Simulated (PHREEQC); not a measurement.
Make-up at 60 °C: 0.00038 mol PbCl2 per kg of water. Closed to the air; pH follows from the charge balance.

Equilibrium calculation in PHREEQC: ion-association model, wateq4f.dat.

| quantity | before | after |
|---|---|---|
| pH | 5.61 | 4.38 |
| ionic strength (mol/kgw) | 0.00110 | 0.00120 |
| Pb+2 (mol/kgw) | 0.000358 | 0.000360 |
| PbCl+ (mol/kgw) | 1.96e-5 | 1.95e-5 |
| PbOH+ (mol/kgw) | 2.50e-6 | 1.50e-7 |
| Pb2OH+3 (mol/kgw) | 2.35e-8 | 1.43e-9 |
| SI of Pb(OH)2 (Pb(OH)2) | +0.63 | -1.82 |
| SI of Litharge (PbO) | -3.76 | -6.21 |

### Question
Which change was made?
A. PbCl2 from 0.00038 to 0.0019 mol/kgw
B. diluted 100-fold with water
C. PbCl2 from 0.00038 to 0.00076 mol/kgw
D. 5.4e-05 mol/kgw NH4HF2 added
E. PbCl2 from 0.00038 to 0.00019 mol/kgw

### Answer
D, 5.4e-05 mol/kgw NH4HF2 added

This is a speciation only: nothing precipitates in the calculation. Some of these states are supersaturated (in Pb(OH)2, for instance). At this temperature some constants are extrapolated from 25 °C, and those without enthalpy data are left unchanged.
